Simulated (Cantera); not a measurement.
A Cantera script and what it prints.

```python
import numpy as np
import cantera as ct

gas_names = [...]  # 97 gases of nasa_gas.yaml made of Al, C, H, N
cond_names = """
    AL(cr) AL(L) ALN(s) C(gr) C6H6(L) C7H8(L) C8H18(L),n-octa
""".split()


# ... load() reads the species with a 1 bar reference pressure and builds the phases ...
atoms = {
    'Al(CH3)3': {'AL': 1, 'C': 3, 'H': 9},
    'N2': {'N': 2},
    'H2': {'H': 2},
}
top_T = {'ALN(s)': 2750, 'C(gr)': 4500}  # K; cautious upper limits of use, not melting points


# ... equilibrate(T, P, feed) seeds the gas with the atoms and calls Mixture.equilibrate('TP', solver="vcs", rtol=1e-11, max_steps=5000) ...
results = []
feed = {'Al(CH3)3': 1, 'N2': 1.8, 'H2': 18}  # mol
P = 133.322  # Pa
for T in [673, 873, 1073, 1273, 1473, 1673, 1873, 2073, 2273]:
    mix = equilibrate(T, P, feed)
    results.append((T, P, feed, dict(zip(mix.species_names, mix.species_moles))))
    x = sorted(zip(gas.X, gas.species_names), reverse=True)
    print(f"T = {T:g} K  P = {P:g} Pa  gas = {mix.phase_moles(0):.4g} mol")
    print("   x: " + "  ".join(f"{s} {v:.3e}" for v, s in x if v > 1e-05))
    print("   condensed (mol): " + ("  ".join(f"{mix.phase(i).name} {mix.phase_moles(i):.4g}"
          for i in range(1, mix.n_phases) if mix.phase_moles(i) > 1e-12) or "none"))
```

Result:

```
T = 673 K  P = 133.322 Pa  gas = 23.39 mol
   x: H2 9.269e-01  N2 5.558e-02  CH4 1.748e-02
   condensed (mol): ALN(s) 1  C(gr) 2.591
T = 873 K  P = 133.322 Pa  gas = 23.79 mol
   x: H2 9.448e-01  N2 5.465e-02  CH4 5.342e-04
   condensed (mol): ALN(s) 1  C(gr) 2.987
T = 1073 K  P = 133.322 Pa  gas = 23.8 mol
   x: H2 9.453e-01  N2 5.462e-02  CH4 5.474e-05
   condensed (mol): ALN(s) 1  C(gr) 2.999
T = 1273 K  P = 133.322 Pa  gas = 23.8 mol
   x: H2 9.453e-01  N2 5.460e-02  HCN 3.627e-05  H 1.899e-05  CH4 1.119e-05
   condensed (mol): ALN(s) 1  C(gr) 2.999
T = 1473 K  P = 133.322 Pa  gas = 23.8 mol
   x: H2 9.449e-01  N2 5.451e-02  H 3.368e-04  HCN 1.976e-04
   condensed (mol): ALN(s) 0.9999  C(gr) 2.995
T = 1673 K  P = 133.322 Pa  gas = 23.87 mol
   x: H2 9.405e-01  N2 5.463e-02  H 3.025e-03  AL 1.060e-03  HCN 7.145e-04  C2H2,acetylene 5.359e-05  ALH 2.473e-05  HNC 1.994e-05
   condensed (mol): ALN(s) 0.9741  C(gr) 2.98
T = 1873 K  P = 133.322 Pa  gas = 25.5 mol
   x: H2 8.723e-01  N2 6.947e-02  AL 3.871e-02  H 1.651e-02  HCN 2.127e-03  ALH 4.970e-04  C2H2,acetylene 2.722e-04  HNC 9.450e-05
   condensed (mol): C(gr) 2.929
T = 2073 K  P = 133.322 Pa  gas = 26.15 mol
   x: H2 8.241e-01  N2 6.640e-02  H 6.539e-02  AL 3.794e-02  HCN 4.551e-03  C2H2,acetylene 1.010e-03  ALH 3.013e-04  HNC 2.938e-04
   condensed (mol): C(gr) 2.82
T = 2273 K  P = 133.322 Pa  gas = 27.99 mol
   x: H2 7.005e-01  H 1.925e-01  N2 6.003e-02  AL 3.554e-02  HCN 7.769e-03  C2H2,acetylene 2.641e-03  HNC 6.821e-04  ALH 1.793e-04  CN 8.671e-05  C2H 3.060e-05
   condensed (mol): C(gr) 2.61
```

Method: chemical equilibrium by Gibbs-energy minimisation in Cantera with the NASA 1993 tables (ideal gas, pure condensed phases). The feed counts by its element totals alone.
